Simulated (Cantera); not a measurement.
A Cantera script and what it prints.

```python
import numpy as np
import cantera as ct

gas_names = """
    H HI HNO HNO2 HNO3 HO2 H2 H2O H2O2 I I2 N NH NH2 NH3 NH2OH NO NO2 NO3 N2 N2H2 N2H4 N2O O OH O2 O3
""".split()
cond_names = """
    H2O(s) H2O(L) I2(cr) I2(L)
""".split()


# ... load() reads the species with a 1 bar reference pressure and builds the phases ...
atoms = {
    'HI': {'H': 1, 'I': 1},
    'H2O': {'H': 2, 'O': 1},
    'N2': {'N': 2},
}
top_T = {}  # K; cautious upper limits of use, not melting points


# ... equilibrate(T, P, feed) seeds the gas with the atoms and calls Mixture.equilibrate('TP', solver="vcs", rtol=1e-11, max_steps=5000) ...
results = []
feed = {'HI': 1, 'H2O': 7.7, 'N2': 6.6}  # mol
P = 380000  # Pa
for T in [2498, 2548, 2598, 2648, 2698, 2748, 2798, 2848, 2898, 2948]:
    mix = equilibrate(T, P, feed)
    results.append((T, P, feed, dict(zip(mix.species_names, mix.species_moles))))

top = {s: max(r[3][s] / sum(r[3][g] for g in gas_names) for r in results) for s in gas_names}
cols = sorted((s for s in top if top[s] > 0.001), key=lambda s: -top[s])[:8]
seen = [c for c in cond_names if any(r[3].get(c, 0) > 1e-12 for r in results)]
print("log10 of partial pressures in bar; condensed amounts in mol")
print(f"{'T/K':>10s}" + "".join(f"{s[:9]:>10s}" for s in cols + seen))
for T, P, feed, n in results:
    ng = sum(n[g] for g in gas_names)
    print(f"{T:10.4g}" + "".join(f"{np.log10(max(n[s] / ng * P / 1e5, 1e-99)):10.3f}" for s in cols)
          + "".join(f"{n.get(c, 0):10.4g}" for c in seen))
```

Output:

```
log10 of partial pressures in bar; condensed amounts in mol
       T/K       H2O        N2        H2         I        OH         H        O2        NO
      2498     0.255     0.198    -0.862    -0.655    -1.602    -2.035    -2.225    -2.263
      2548     0.251     0.197    -0.835    -0.654    -1.501    -1.927    -2.081    -2.154
      2598     0.246     0.195    -0.805    -0.654    -1.408    -1.822    -1.953    -2.055
      2648     0.240     0.194    -0.773    -0.654    -1.321    -1.719    -1.838    -1.964
      2698     0.233     0.192    -0.739    -0.655    -1.239    -1.618    -1.736    -1.880
      2748     0.224     0.189    -0.704    -0.656    -1.163    -1.520    -1.644    -1.803
      2798     0.215     0.187    -0.669    -0.657    -1.092    -1.425    -1.562    -1.732
      2848     0.204     0.184    -0.634    -0.659    -1.026    -1.332    -1.488    -1.667
      2898     0.193     0.181    -0.600    -0.661    -0.964    -1.242    -1.420    -1.606
      2948     0.179     0.177    -0.567    -0.664    -0.906    -1.156    -1.360    -1.550
```

Method: chemical equilibrium by Gibbs-energy minimisation in Cantera with the NASA 1993 tables (ideal gas, pure condensed phases).
